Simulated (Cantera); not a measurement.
Mixture: CH₃OH : O₂ : N₂ = 1 : 0.789 : 3 (molar parts), at 0.410 bar, adiabatic and at constant pressure. Ignition delay is the time to a rise of 400 K.

Computed with Cantera and GRI-Mech 3.0 (53 species, 325 reactions). GRI-Mech 3.0 was tuned for natural gas; its chemistry of methanol as a main component is partial and can be far from experiment.

**Question.** What does this change do: constant volume in place of constant pressure?

**Answer.** 
| quantity | before | after |
|---|---|---|
| delay at 1100 K | 0.113 s | 0.111 s |
| delay at 1200 K | 18.6 ms | 18.1 ms |
| delay at 1300 K | 4.13 ms | 3.96 ms |
| delay at 1400 K | 1.18 ms | 1.10 ms |
| delay at 1500 K | 0.417 ms | 0.378 ms |
| apparent activation energy between 1400 and 1500 K | 180 kJ/mol | 190 kJ/mol |

**Question.** What does this change do: pressure from 0.410 bar to 5.50 bar?

**Answer.** 
| quantity | before | after |
|---|---|---|
| delay at 1100 K | 0.113 s | 12.7 ms |
| delay at 1200 K | 18.6 ms | 2.01 ms |
| delay at 1300 K | 4.13 ms | 0.430 ms |
| delay at 1400 K | 1.18 ms | 0.119 ms |
| delay at 1500 K | 0.417 ms | 40.6 µs |
| apparent activation energy between 1400 and 1500 K | 180 kJ/mol | 190 kJ/mol |
